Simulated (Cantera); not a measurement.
Catalytic combustion on Pt

An isothermal plug-flow reactor at 825 K and 0.450 bar (inlet), inlet velocity 0.076 m/s, active area per volume 910 1/m; feed CH₄ : O₂ : N₂ = 0.0046 : 0.043 : 0.79 (molar parts).

Model: Deutschmann's 1995 Pt surface mechanism with GRI-Mech 3.0 gas chemistry, integrated in Cantera. Catalytic surfaces can have several steady states; this one follows from the mechanism file's or the stated starting coverage. Mass transfer to the wall is taken as infinitely fast.

```tsv
z (m)	x CH₄	x O₂	x H₂O	x CO₂	x CO	θ free Pt	θ O*	θ OH*
5e-05	0.00546	0.0513	6.08e-5	2.95e-5	8.44e-7	0.0859	0.914	0.000154
9.7e-05	0.00543	0.0512	0.000118	5.78e-5	1.04e-6	0.0859	0.914	0.000203
0.00019	0.00538	0.0511	0.000229	0.000114	1.09e-6	0.0860	0.914	0.000276
0.00036	0.00528	0.0509	0.000431	0.000214	1.08e-6	0.0860	0.914	0.000372
0.0007	0.00508	0.0505	0.000824	0.000411	1.04e-6	0.0862	0.913	0.000511
0.0013	0.00475	0.0499	0.00149	0.000742	9.71e-7	0.0865	0.913	0.000685
0.0026	0.00410	0.0485	0.00279	0.00139	8.40e-7	0.0871	0.912	0.000939
0.005	0.00310	0.0466	0.00478	0.00239	6.39e-7	0.0881	0.911	0.00123
```
x: gas mole fraction; θ: surface coverage.
